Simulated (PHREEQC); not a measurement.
Consider water at 25 °C with 1.2 mol LiBr and 0.054 mol CaCl2 per kg of water. It is in equilibrium with CO2 at log p = -3.4 (atm). Otherwise closed; pH follows from the charge balance.

The numbers come from PHREEQC with the Pitzer model, pitzer.dat.

No solid was allowed to form.

**Question.** Estimate the pH, density, osmotic coefficient.

**Answer.** pH 5.33; density 1.073 g/cm³; osmotic coefficient 1.074.

**Question.** In which forms is C present?

**Answer.** CO2 79 %, HCO3- 21 % of the C.

In brines, pH and single-ion activities rest on the MacInnes convention.
